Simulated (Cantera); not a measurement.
# Silicon nitride deposition: Si₂Cl₆ + N₂ + H₂

Charge: 1 mol Si₂Cl₆, 0.55 mol N₂, 18 mol H₂, at 1052 °C and 1.33 mbar.

Method: chemical equilibrium by Gibbs-energy minimisation in Cantera with the NASA 1993 tables (ideal gas, pure condensed phases). Candidate condensed phases: NH₄Cl, Si, Si₃N₄; 28 gas species. The feed counts by its element totals alone. N₂ is the only nitrogen source here; it is nearly inert below about 1500 K, so the nitride shown seldom forms there in practice. The tables' values for SiCl₃ are old estimates; treat these amounts as uncertain. Rates play no part.

x(H₂): 0.776
x(HCl): 0.163
x(SiCl₂): 0.0539
x(SiCl₃): 0.00327
x(N₂): 0.00165
x(SiCl₄): 0.00108
x(SiHCl₃): 0.000263
x(H): 3.95e-5
x(SiH₂Cl₂): 9.17e-6
n(Si₃N₄(s)): 0.258 mol
gas amount: 20.97 mol
log10 activity of Si(s) (absent): -0.24
